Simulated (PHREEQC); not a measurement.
Solution (25 °C): 0.0021 mol KNO3, 0.00031 mol Ca(OH)2 and 0.056 mol AlCl3 per kg of water. Closed to the air; pH follows from the charge balance.

Model: ion-association model, phreeqc.dat, run in PHREEQC.

The ionic strength comes out as 0.337 mol/kgw. What activity coefficients do Ca+2, AlOH+2, H+, Cl-, NO3- get?

Ca+2 0.28, AlOH+2 0.26, H+ 0.78, Cl- 0.68, NO3- 0.65.

No solid was allowed to form. The solution is supersaturated, for example in Gibbsite (slow to form), so a real one may precipitate; this is no full list. Complexes and solids missing from the database can't appear.
